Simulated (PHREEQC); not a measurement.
1 kg of water holding 140 mmol/kgw Na2SO4 and 12 mmol/kgw NaCl is evaporated at 50 °C; the solids stay in contact with the brine. The system is closed to CO2. Only these solids could form: Halite, Mirabilite, Thenardite.

Base run: PHREEQC, Pitzer model, pitzer.dat. Each further column changes one thing. The table gives water activity.

```csv
H2O removed (mol),base,temperature from 50 to 5 °C,temperature from 50 to 75 °C
0,0.994,0.994,0.994
18.01,0.991,0.991,0.991
30.18,0.987,…,0.987
38.4,0.982,0.983,0.982
43.95,0.974,0.983,0.974
47.7,0.962,0.982,0.962
50.23,0.944,…,0.944
51.94,0.918,…,0.918
53.1,0.884,…,0.894
53.88,0.882,…,0.892
```

### Question
Fill in the missing entries.

### Answer

- 30.18, temperature from 50 to 5 °C: 0.988
- 50.23, temperature from 50 to 5 °C: 0.981
- 51.94, temperature from 50 to 5 °C: 0.978
- 53.1, temperature from 50 to 5 °C: 0.970
- 53.88, temperature from 50 to 5 °C: 0.895

At this temperature some constants are extrapolated from 25 °C, and those without enthalpy data are left unchanged.
